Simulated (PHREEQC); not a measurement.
**Brine (model solution)**

Solution (25 °C): 2.4 mol HCl, 0.29 mol SrCl2 and 0.76 mol KBr per kg of water. Closed to the air; pH follows from the charge balance.

Computed with PHREEQC (Pitzer model, pitzer.dat).

The pH is -0.92 and the ionic strength is 4.03 mol/kgw. The activity of water comes out as 0.841 and the density comes out as 1.127 g/cm³. The osmotic coefficient is 1.335 and the total alkalinity is -2400 meq/kg.

| species | molality | activity | log γ |
|---|---|---|---|
| Cl- | 2.98 | 1.72 | -0.238 |
| H+ | 2.40 | 8.23 | 0.535 |
| Br- | 0.760 | 0.544 | -0.145 |
| K+ | 0.760 | 0.810 | 0.028 |
| Sr+2 | 0.290 | 0.346 | 0.077 |

This is a speciation only: nothing precipitates in the calculation. Complexes and solids missing from the database can't appear. In brines, pH and single-ion activities rest on the MacInnes convention.
